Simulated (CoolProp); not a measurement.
Vapour-liquid equilibrium of m-xylene (1) + n-undecane (2) at 0.00416 MPa; x and y are mole fractions of (1).

Model: multi-fluid Helmholtz-energy mixture model, Zhou 2012 and Aleksandrov 2011; pair parameters Bell 2016, in CoolProp.

Task: Give the bubble temperature and the first vapour's composition at x = 0.5, 0.8, 0.95. Is there an azeotrope?

Result: x = 0.5: 336.8 K, y = 0.911; x = 0.8: 327.6 K, y = 0.980; x = 0.95: 324.1 K, y = 0.996. No azeotrope shows between x = 0.05 and 0.95.

The pair parameters rest on a limited set of measurements; away from them the model extrapolates.
